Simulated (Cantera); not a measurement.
A closed system holds: 1 mol Si3N4, 0.61 mol O2, 380 mol H2, held at 0.00860 bar.

Cantera equilibrium calculation (NASA polynomials, part measured and part estimated; ideal gas, pure solids and liquids). Candidate condensed phases: H2O, Si, SiO2, Si2N2O, Si3N4; 35 gas species. The numbers say what is thermodynamically allowed, not how fast it happens. All values below are at 1648 K.

Base state: H2 0.991, N2 0.00522, SiO 0.00318, H 0.000956, Si 3.00e-5 (mole fractions); condensed: Si(s).

Problem. What changes in the equilibrium state with this change: pressure from 0.00860 bar to 0.133 bar?

Solution. 
```
species           before     after
--------------  --------  --------
H2                 0.991     0.997
N2               0.00522   0.00240
SiO              0.00318  0.000355
Si               3.00e-5   1.93e-6
H               0.000956  0.000244
Si(s), mol          1.76     0.691
Si2N2O(s), mol         0      1.08
```
Mutual solubility and eutectic melting of coexisting phases are not modelled.
